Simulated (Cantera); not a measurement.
Charge: 1 mol MgO, 4.8 mol C, 0.12 mol CO, held at 1873.15 K and 0.690 Torr.

Cantera equilibrium calculation (NASA polynomials, part measured and part estimated; ideal gas, pure solids and liquids). Candidate condensed phases: C, Mg, MgCO3, MgO; 15 gas species. Rates play no part.

Base state: CO 0.528, Mg 0.472 (mole fractions); condensed: C(graphite).

Task: What changes in the equilibrium state with this change: pressure from 0.690 Torr to 7130 Torr?

Result: 
```tsv
species	before	after
CO	0.528	0.999
CO2	1.26e-8	0.000465
Mg	0.472	0.000120
C(graphite), mol	3.80	4.80
MgO(s), mol	0	1.000
```
